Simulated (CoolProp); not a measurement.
The fluid at 329.03 K and 0.00552 MPa is throttled through a valve to 0.00149 MPa with no heat exchange. The same conditions are run with several fluids, on thermodynamics alone (safety and materials aside).

Model: reference Helmholtz-energy equation of state of each fluid (water: Wagner 2002; chloromethane (R40): Thol 2014; R113: Marx 1992; oxygen: Schmidt 1985; n-perfluorobutane: Gao 2022), in CoolProp.

| fluid | temperature change (K) | final density (kg/m³) |
|---|---|---|
| water | -0.5 | ? |
| chloromethane (R40) | -0.1 | ? |
| R113 | -0.1 | 0.102 |
| oxygen | -0.0 | 0.0174 |
| n-perfluorobutane | -0.0 | ? |

Some entries are withheld; supply them.


- water, final density (kg/m³): 0.00983
- chloromethane (R40), final density (kg/m³): 0.0275
- n-perfluorobutane, final density (kg/m³): 0.130

Above 300 K oxygen's equation is extrapolated.
